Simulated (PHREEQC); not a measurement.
# Metal-bearing waste water: speciation

Make-up at 25 °C: 0.0059 mol/kgw CuSO4 and 3.1e-05 mol/kgw HCl. Closed to the air; pH follows from the charge balance.

Equilibrium calculation in PHREEQC: ion-association model, wateq4f.dat.

Precipitation was switched off in this run.

Task: Predict the pH, ionic strength.

Result: pH 4.62; ionic strength 0.0178 mol/kgw.

Task: In which forms is S present?

Result: SO4-2 75 %, CuSO4 25 % of the S.
